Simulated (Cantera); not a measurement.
A closed system holds: 1 mol C₂H₅OH, 0.72 mol CO₂, 98 mol H₂, equilibrated at 0.820 bar.

Cantera equilibrium calculation (NASA polynomials, part measured and part estimated; ideal gas, pure solids and liquids). Candidate condensed phases: C, C₆H₆, C₇H₈, C₈H₁₈, H₂O; 110 gas species. The numbers say what is thermodynamically allowed, not how fast it happens.

x: gas mole fraction; n: condensed amount in mol.

```tsv
T (K)	x H₂	x H	x CO	x CH₄	x C₂H₂ (acetylene)	x C₂H	n C(graphite)
1525	0.975	2.58e-5	0.0236	0.00178	1.18e-5	<1e-12	0.0964
1725	0.975	0.000203	0.0236	0.000779	8.99e-5	1.17e-10	0.181
1925	0.975	0.00104	0.0236	0.000407	0.000446	6.85e-9	0.144
2125	0.971	[?]	0.0235	[?]	0.00123	[?]	0
2325	0.963	0.0119	0.0234	8.13e-5	0.00129	7.69e-7	0
2525	0.945	0.0301	0.0232	3.57e-5	0.00130	3.13e-6	0
2725	0.910	[?]	0.0228	[?]	0.00127	[?]	0
2925	0.850	0.127	0.0221	8.48e-6	0.00121	2.79e-5	0
```

Problem. Fill in the missing entries.

Solution. 
- 2725, x H: 0.0657
- 2725, x CH₄: 1.71e-5
- 2725, x C₂H: 1.02e-5
- 2125, x H: 0.00395
- 2125, x CH₄: 0.000209
- 2125, x C₂H: 1.40e-7
